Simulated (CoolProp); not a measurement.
Vapour-liquid equilibrium of ethanol (1) + isohexane (2) at 13.8 bar; x and y are mole fractions of (1).

Computed with CoolProp (multi-fluid Helmholtz-energy mixture model, Schroeder 2014 and Lemmon 2006; pair parameters Bell 2016).

```json
[
 {"x": "0.05", "bubble temperature, mixture model (K)": "440.2", "bubble temperature, Raoult's law (K)": "446.2", "y, mixture model": "0.118", "y, Raoult's law": "0.062"},
 {"x": "0.15", "bubble temperature, mixture model (K)": "431.7", "bubble temperature, Raoult's law (K)": "444.9", "y, mixture model": "0.279", "y, Raoult's law": "0.179"},
 {"x": "0.25", "bubble temperature, mixture model (K)": "427.4", "bubble temperature, Raoult's law (K)": "443.6", "y, mixture model": "0.376", "y, Raoult's law": "0.291"},
 {"x": "0.35", "bubble temperature, mixture model (K)": "425.3", "bubble temperature, Raoult's law (K)": "442.5", "y, mixture model": "0.442", "y, Raoult's law": "0.397"},
 {"x": "0.45", "bubble temperature, mixture model (K)": "424.3", "bubble temperature, Raoult's law (K)": "441.5", "y, mixture model": "0.493", "y, Raoult's law": "0.499"},
 {"x": "0.55", "bubble temperature, mixture model (K)": "424.2", "bubble temperature, Raoult's law (K)": "440.6", "y, mixture model": "0.537", "y, Raoult's law": "0.597"},
 {"x": "0.65", "bubble temperature, mixture model (K)": "424.6", "bubble temperature, Raoult's law (K)": "439.7", "y, mixture model": "0.585", "y, Raoult's law": "0.691"},
 {"x": "0.75", "bubble temperature, mixture model (K)": "425.9", "bubble temperature, Raoult's law (K)": "438.9", "y, mixture model": "0.647", "y, Raoult's law": "0.782"},
 {"x": "0.85", "bubble temperature, mixture model (K)": "428.6", "bubble temperature, Raoult's law (K)": "438.1", "y, mixture model": "0.739", "y, Raoult's law": "0.871"},
 {"x": "0.95", "bubble temperature, mixture model (K)": "433.5", "bubble temperature, Raoult's law (K)": "437.4", "y, mixture model": "0.890", "y, Raoult's law": "0.958"}
]
```

The largest gap from Raoult's law is -17.2 K in bubble temperature, at x = 0.35. y crosses x between x = 0.45 and 0.55: the model has an azeotrope there.

The pair parameters rest on a limited set of measurements; away from them the model extrapolates.
